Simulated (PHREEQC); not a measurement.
**Polishing slurry liquid: speciation**

Make-up at 25 °C: 0.0087 mol/kgw K2CO3. Closed to the air; pH follows from the charge balance.

Equilibrium calculation in PHREEQC: ion-association model, wateq4f.dat.

Each row changes one thing in this solution. Precipitation was switched off in this run.

```json
[
 {"case": "as made", "pH": "10.98", "ionic strength (mol/kgw)": "0.0250", "CO3-2 (mol/kgw)": "0.00759", "HCO3- (mol/kgw)": "0.00111", "CO2 (mol/kgw)": "2.27e-8"},
 {"case": "K2CO3 from 0.0087 to 0.00783 mol/kgw", "pH": "[?]", "ionic strength (mol/kgw)": "0.0224", "CO3-2 (mol/kgw)": "0.00678", "HCO3- (mol/kgw)": "0.00105", "CO2 (mol/kgw)": "2.26e-8"},
 {"case": "K2CO3 from 0.0087 to 0.00174 mol/kgw", "pH": "10.65", "ionic strength (mol/kgw)": "0.00474", "CO3-2 (mol/kgw)": "0.00126", "HCO3- (mol/kgw)": "0.000483", "CO2 (mol/kgw)": "2.26e-8"},
 {"case": "0.0055 mol/kgw HBr added", "pH": "[?]", "ionic strength (mol/kgw)": "0.0205", "CO3-2 (mol/kgw)": "0.00311", "HCO3- (mol/kgw)": "0.00559", "CO2 (mol/kgw)": "1.38e-6"},
 {"case": "K2CO3 from 0.0087 to 0.0174 mol/kgw", "pH": "11.10", "ionic strength (mol/kgw)": "0.0507", "CO3-2 (mol/kgw)": "0.0159", "HCO3- (mol/kgw)": "0.00154", "CO2 (mol/kgw)": "2.27e-8"},
 {"case": "diluted 5-fold with water", "pH": "10.65", "ionic strength (mol/kgw)": "0.00474", "CO3-2 (mol/kgw)": "0.00126", "HCO3- (mol/kgw)": "0.000483", "CO2 (mol/kgw)": "2.26e-8"}
]
```

Complete the blanks.


- K2CO3 from 0.0087 to 0.00783 mol/kgw, pH: 10.96
- 0.0055 mol/kgw HBr added, pH: 9.90
